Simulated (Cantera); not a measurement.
Titanium nitride, carbide and oxide coatings: Ti(OiPr)4 + CH4 + H2

Feed: 1 mol Ti(OiPr)4, 3.5 mol CH4, 2.5 mol H2, held at 2.20 mbar.

Method: chemical equilibrium by Gibbs-energy minimisation in Cantera with the NASA 1993 tables (ideal gas, pure condensed phases). Candidate condensed phases: C, C6H6, C7H8, C8H18, H2O, Ti, TiC, TiO, TiO2, Ti2O3, Ti3O5, Ti4O7; 113 gas species. The feed counts by its element totals alone. TiC: taken at fixed stoichiometry. The numbers say what is thermodynamically allowed, not how fast it happens.

| T (K) | log p H2 | log p CO | log p H | log p C2H2 (acetylene) | log p CH4 | n C(graphite) | n TiC(s) |
|---|---|---|---|---|---|---|---|
| 1550 | -2.73 | -3.49 | -5.86 | -7.52 | -8.14 | 10.5 | 1.00 |
| 1625 | -2.73 | -3.50 | -5.51 | -7.18 | -8.29 | 10.5 | 1.00 |
| 1700 | -2.73 | -3.50 | -5.20 | -6.86 | -8.41 | 10.5 | 1.00 |
| 1775 | -2.73 | -3.50 | -4.90 | -6.58 | -8.53 | 10.5 | 1.00 |
| 1850 | -2.73 | -3.50 | -4.63 | -6.31 | -8.65 | 10.5 | 1.00 |
| 1925 | -2.73 | -3.50 | -4.39 | -6.07 | -8.75 | 10.5 | 1.000 |
| 2000 | -2.74 | -3.50 | -4.16 | -5.86 | -8.85 | 10.5 | 1.000 |
| 2075 | -2.75 | -3.51 | -3.95 | -5.66 | -8.96 | 10.4 | 1.000 |
log p: log10 of the partial pressure in bar; n: condensed amount in mol.

From 1550 K to 2075 K the condensed part is C(graphite) + TiC(s).
